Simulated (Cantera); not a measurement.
Charge: 1 mol CF4, 0.29 mol Si, 0.017 mol F2, held at 1850 °C and 133 Pa.

Method: chemical equilibrium by Gibbs-energy minimisation in Cantera with the NASA 1993 tables (ideal gas, pure condensed phases). Candidate condensed phases: C, Si, SiC; 23 gas species. The tables' values for SiF3 are old estimates; treat these amounts as uncertain. Gases not in the tables: C2F6 and larger saturated fluorocarbons. The numbers say what is thermodynamically allowed, not how fast it happens.

Base state: CF2 0.330, F 0.315, CF4 0.172, SiF4 0.171, CF3 0.00889, CF 0.00259, SiF3 0.000104 (mole fractions); condensed: C(graphite).

Problem. What changes in the equilibrium state with this change: temperature from 1850 °C to 2327 °C?

Solution. 
```csv
species,before,after
F,0.315,0.815
SiF4,0.171,0.0841
CF2,0.330,0.0514
CF4,0.172,1.45e-5
SiF3,0.000104,0.0108
CF,0.00259,0.0358
SiF2,1.68e-8,0.000259
C2,3.10e-8,0.000156
C3,3.59e-7,0.00166
C,2.77e-7,0.000468
CF3,0.00889,7.94e-5
"C(graphite), mol",0.128,0.716
```
The tables' values for SiF3, SiF2 are old estimates; treat these amounts as uncertain.

Problem. What changes in the equilibrium state with this change: CF4 replaced by CCl4?

Solution. 
```json
[
 {"species": "Cl", "before": "0", "after": "0.921"},
 {"species": "SiCl2", "before": "0", "after": "0.0688"},
 {"species": "SiCl3", "before": "0", "after": "0.00491"},
 {"species": "CF2", "before": "0.330", "after": "2.91e-9"},
 {"species": "F", "before": "0.315", "after": "2.96e-5"},
 {"species": "CF4", "before": "0.172", "after": "<1e-9"},
 {"species": "SiF4", "before": "0.171", "after": "0.000198"},
 {"species": "CF3", "before": "0.00889", "after": "<1e-9"},
 {"species": "Cl2", "before": "0", "after": "0.000856"},
 {"species": "C(graphite), mol", "before": "0.128", "after": "1.000"}
]
```
The tables' values for SiCl3, SiF2, SiF3, SiCl, SiF are old estimates; treat these amounts as uncertain.

Problem. What changes in the equilibrium state with this change: pressure from 133 Pa to 13300 Pa?

Solution. 
```
species             before     after
----------------  --------  --------
CF4                  0.172     0.640
SiF4                 0.171     0.275
CF2                  0.330    0.0636
F                    0.315    0.0138
CF                 0.00259  0.000113
C2F4               2.70e-6   1.00e-5
SiF3              0.000104   3.83e-5
CF3                0.00889   0.00752
C(graphite), mol     0.128     0.249
```
The tables' values for SiF3, C2F4 are old estimates; treat these amounts as uncertain.
